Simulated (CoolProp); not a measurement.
Model: reference Helmholtz-energy equation of state, Thol 2019, in CoolProp.

### Question
For decamethylcyclopentasiloxane (D5), give the phase and the density (kg/m³), cv (kJ/(kg K)), Joule-Thomson coefficient (K/MPa), expansivity (1/kK) at 284.85 °C and 0.263 MPa; 346.85 °C and 0.263 MPa.

### Answer
- 284.85 °C and 0.263 MPa: gas; density 24.6, cv 1.84, Joule-Thomson coefficient 16.4, expansivity 3.16
- 346.85 °C and 0.263 MPa: gas; density 20.8, cv 1.94, Joule-Thomson coefficient 10.4, expansivity 2.30
